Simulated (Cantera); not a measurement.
A perfectly stirred reactor is fed with CH4 : O2 : N2 = 1 : 1.82 : 6.84 (molar parts), at 2100 Torr; it is adiabatic with a 675 K inlet, and is followed from long to short residence time, starting on the burning branch (τ in s: 0.039, 0.021, 0.011, 0.0057, 0.003, 0.0016, 0.00084, 0.00044, 0.00023, 0.00012, 6.5e-05).

Model: GRI-Mech 3.0 (53 species, 325 reactions), integrated in Cantera.

Question: Predict: blow-out, bracketed by the residence times tried; x(CH4) at τ = 39.0 ms; x(O2) at τ = 39.0 ms; x(CH3) at τ = 39.0 ms; x(NO2) at τ = 39.0 ms; x(CH4) at τ = 1.60 ms; x(O2) at τ = 1.60 ms; x(CH3) at τ = 1.60 ms; x(NO2) at τ = 1.60 ms.

Answer: 
```json
{
 "blow_out_bracketed_by_the_residence_times_tried": "burning at 65.0 µs, the shortest tried",
 "x(CH4) at τ = 39.0 ms": "3.02e-6",
 "x(O2) at τ = 39.0 ms": "0.00182",
 "x(CH3) at τ = 39.0 ms": "2.23e-6",
 "x(NO2) at τ = 39.0 ms": "1.99e-7",
 "x(CH4) at τ = 1.60 ms": "3.74e-5",
 "x(O2) at τ = 1.60 ms": "0.00464",
 "x(CH3) at τ = 1.60 ms": "2.60e-5",
 "x(NO2) at τ = 1.60 ms": "1.27e-7"
}
```
